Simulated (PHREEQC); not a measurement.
Make-up at 25 °C: 0.059 mol CdCl2, 0.00066 mol H3BO3 and 0.000186 mol FeSO4 per kg of water. Closed to the air; pH follows from the charge balance.

Computed with PHREEQC (ion-association model, phreeqc.dat).

This is a speciation only: nothing precipitates in the calculation.

**Question.** Order these Cl species by the share of Cl that they hold, largest first: CdCl3-, CdCl2, Cl-, CdCl+.

**Answer.** Cl- (57 %), CdCl+ (32 %), CdCl2 (11 %), CdCl3- (0.69 %)

**Question.** Order these Cd species by the share of Cd that they hold, largest first: Cd+2, CdCl3-, CdSO4, CdCl+, CdCl2.

**Answer.** CdCl+ (63 %), Cd+2 (25 %), CdCl2 (11 %), CdCl3- (0.46 %), CdSO4 (0.12 %)

The pH is 5.48 and the ionic strength 0.0830 mol/kgw.
